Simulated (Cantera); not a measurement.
Input: 1 mol Si₃N₄, 2.6 mol Cl₂, 23 mol H₂, at 0.100 bar.

Method: chemical equilibrium by Gibbs-energy minimisation in Cantera with the NASA 1993 tables (ideal gas, pure condensed phases). Candidate condensed phases: NH₄Cl, Si, Si₃N₄; 28 gas species. Gases not in the tables: Si₂H₆ and higher silanes. Kinetics and transport are ignored.

Q: Which condensed phases are stable at each of these points (T (°C)): 452, 552, 652, 752, 852, 952, 1052, 1152, 1252, 1352, 1452, 1552, 1652?

A: 
```json
[
 {"T (°C)": "452", "condensed phases": "Si₃N₄(s)", "Si condensed (%)": "89.0"},
 {"T (°C)": "552", "condensed phases": "Si₃N₄(s)", "Si condensed (%)": "91.4"},
 {"T (°C)": "652", "condensed phases": "Si₃N₄(s)", "Si condensed (%)": "93.0"},
 {"T (°C)": "752", "condensed phases": "Si₃N₄(s)", "Si condensed (%)": "94.1"},
 {"T (°C)": "852", "condensed phases": "Si₃N₄(s)", "Si condensed (%)": "94.8"},
 {"T (°C)": "952", "condensed phases": "Si₃N₄(s)", "Si condensed (%)": "95.0"},
 {"T (°C)": "1052", "condensed phases": "Si₃N₄(s)", "Si condensed (%)": "94.2"},
 {"T (°C)": "1152", "condensed phases": "Si₃N₄(s)", "Si condensed (%)": "90.8"},
 {"T (°C)": "1252", "condensed phases": "Si₃N₄(s)", "Si condensed (%)": "83.7"},
 {"T (°C)": "1352", "condensed phases": "Si₃N₄(s)", "Si condensed (%)": "73.1"},
 {"T (°C)": "1452", "condensed phases": "Si₃N₄(s)", "Si condensed (%)": "61.1"},
 {"T (°C)": "1552", "condensed phases": "Si(l)", "Si condensed (%)": "61.3"},
 {"T (°C)": "1652", "condensed phases": "Si(l)", "Si condensed (%)": "62.9"}
]
```

From 452 °C to 1452 °C the condensed part is Si₃N₄(s). From 1552 °C to 1652 °C the condensed part is Si(l).
